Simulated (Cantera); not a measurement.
An isothermal, constant-pressure homogeneous reactor starts with C₂H₆ : N₂ = 1 : 2.8 (molar parts), at 1025 K and 0.825 Torr. Integrator tolerance rtol = 1e-08.

Computed with Cantera and GRI-Mech 3.0 (53 species, 325 reactions). GRI-Mech 3.0 stops at C3 and has no aromatics, soot or wall deposition, so with more carbon than oxygen in the feed, carbon stays in small species such as C2H2 where larger ones or solid carbon would form. Radical loss at walls, strong at low pressure, is not modelled.

Problem. What does this change do: temperature 1025 to 1700 K?

Solution. 
```json
[
 {"quantity": "x(C₂H₆) at 40.0 s", "before": "0.0962 (gas-phase equilibrium 4.51e-6)", "after": "1.49e-9 (gas-phase equilibrium 1.71e-12)"},
 {"quantity": "x(CH₃) at 40.0 s", "before": "1.64e-5 (gas-phase equilibrium 3.33e-7)", "after": "4.64e-5 (gas-phase equilibrium 1.44e-6)"},
 {"quantity": "x(C₂H) at 40.0 s", "before": "<1e-12 (gas-phase equilibrium <1e-12)", "after": "6.39e-6 (gas-phase equilibrium 4.69e-6)"},
 {"quantity": "x(CH₄) at 40.0 s", "before": "0.0194 (gas-phase equilibrium 0.0725)", "after": "0.000344 (gas-phase equilibrium 9.30e-6)"},
 {"quantity": "x(C₂H₂) at 40.0 s", "before": "0.00252 (gas-phase equilibrium 0.110)", "after": "0.172 (gas-phase equilibrium 0.110)"},
 {"quantity": "x(HCN) at 40.0 s", "before": "<1e-12 (gas-phase equilibrium 0.0623)", "after": "2.07e-5 (gas-phase equilibrium 0.124)"}
]
```

Problem. What does this change do: N2 2.8 to 27 parts?

Solution. 
```json
[
 {"quantity": "x(C₂H₆) at 40.0 s", "before": "0.0962 (gas-phase equilibrium 4.51e-6)", "after": "0.0192 (gas-phase equilibrium 3.77e-8)"},
 {"quantity": "x(CH₃) at 40.0 s", "before": "1.64e-5 (gas-phase equilibrium 3.33e-7)", "after": "1.26e-5 (gas-phase equilibrium 3.05e-8)"},
 {"quantity": "x(C₂H) at 40.0 s", "before": "<1e-12 (gas-phase equilibrium <1e-12)", "after": "<1e-12 (gas-phase equilibrium <1e-12)"},
 {"quantity": "x(CH₄) at 40.0 s", "before": "0.0194 (gas-phase equilibrium 0.0725)", "after": "0.00199 (gas-phase equilibrium 0.00326)"},
 {"quantity": "x(C₂H₂) at 40.0 s", "before": "0.00252 (gas-phase equilibrium 0.110)", "after": "0.000428 (gas-phase equilibrium 0.0157)"},
 {"quantity": "x(HCN) at 40.0 s", "before": "<1e-12 (gas-phase equilibrium 0.0623)", "after": "1.22e-11 (gas-phase equilibrium 0.0316)"}
]
```
